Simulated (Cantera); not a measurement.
A perfectly stirred reactor is fed with CH4 : N2 = 1 : 65 (molar parts), at 128 Torr; it is held at 1375 K, and followed from long to short residence time.

Computed with Cantera and GRI-Mech 3.0 (53 species, 325 reactions). GRI-Mech 3.0 stops at C3 and has no aromatics, soot or wall deposition, so with more carbon than oxygen in the feed, carbon stays in small species such as C2H2 where larger ones or solid carbon would form.

```csv
quantity,before,after
x(CH4) at τ = 9.70 s,0.0128,0.0144
x(C2H) at τ = 9.70 s,4.68e-11,4.61e-12
x(CH2) at τ = 9.70 s,5.02e-10,1.44e-10
x(C2H6) at τ = 9.70 s,1.24e-5,1.53e-5
x(C2H4) at τ = 9.70 s,0.000102,8.24e-5
x(CH4) at τ = 0.170 s,0.0151,0.0151
x(C2H) at τ = 0.170 s,<1e-12,<1e-12
x(CH2) at τ = 0.170 s,1.49e-10,1.39e-11
x(C2H6) at τ = 0.170 s,3.80e-6,9.99e-7
x(C2H4) at τ = 0.170 s,4.74e-6,4.37e-7
```

**Question.** Which change was made?
(A) N2 65 to 42 parts
(B) temperature 1375 to 1325 K
(C) temperature 1375 to 1925 K
(D) temperature 1375 to 1750 K

**Answer.** B, temperature 1375 to 1325 K
